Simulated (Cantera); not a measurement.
Charge: 1 mol SiC, 0.35 mol N2O, a varied amount of H2, held at 2125 K and 1.33 mbar.

Cantera equilibrium calculation (NASA polynomials, part measured and part estimated; ideal gas, pure solids and liquids). Candidate condensed phases: C, C6H6, C7H8, C8H18, H2O, Si, SiC, SiO2, Si2N2O, Si3N4; 151 gas species. Gases not in the tables: Si2H6 and higher silanes. Kinetics and transport are ignored.

Question: Which condensed phases are stable at each of these points (n(H2) (mol)): 26, 31, 36, 43, 51, 60, 71, 83, 98, 120, 140, 160?

Answer: 
```csv
n(H2) (mol),condensed phases,Si condensed (%)
26,SiC(s),50.6
31,SiC(s),46.4
36,SiC(s),42.0
43,SiC(s),35.6
51,C(graphite) + SiC(s),27.9
60,C(graphite) + SiC(s),15.4
71,C(graphite) + SiC(s),0.1
83,C(graphite),0.0
98,C(graphite),0.0
120,gas only,0.0
140,gas only,0.0
160,gas only,0.0
```

From 26 mol H2 to 43 mol H2 the condensed part is SiC(s). From 51 mol H2 to 71 mol H2 the condensed part is C(graphite) + SiC(s). From 83 mol H2 to 98 mol H2 the condensed part is C(graphite). From 120 mol H2 to 160 mol H2 nothing is condensed.
